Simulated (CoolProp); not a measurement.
Vapour-liquid equilibrium of fluoroethane (R161) (1) + R1234yf (2) at 1.24 MPa; x and y are mole fractions of (1).

Model: multi-fluid Helmholtz-energy mixture model, Wu 2012 and Lemmon 2022; pair parameters Bell 2016, in CoolProp.

```
x     bubble temperature (K)  y at the bubble point  dew temperature at overall composition x (K)  liquid density (mol/L)
----  ----------------------  ---------------------  --------------------------------------------  ----------------------
0.05                   320.3                    ___                                         320.4                     ___
0.2                    317.9                    ___                                         318.5                     ___
0.35                     ___                  0.405                                         316.5                   10.27
0.5                      ___                  0.555                                         314.6                   11.03
0.65                   312.2                  0.694                                         312.7                   11.87
0.8                    310.8                    ___                                           ___                   12.82
0.95                   309.7                  0.956                                         309.7                   13.89
```

Task: Some entries are withheld; supply them.

Result: 
- 0.05, y at the bubble point: 0.063
- 0.05, liquid density (mol/L): 8.958
- 0.2, y at the bubble point: 0.242
- 0.2, liquid density (mol/L): 9.582
- 0.35, bubble temperature (K): 315.8
- 0.5, bubble temperature (K): 313.9
- 0.8, y at the bubble point: 0.827
- 0.8, dew temperature at overall composition x (K): 311.1

No azeotrope shows between x = 0.05 and 0.95.

Pair parameters are fitted to limited data, so mixtures are less certain than the pure fluids.
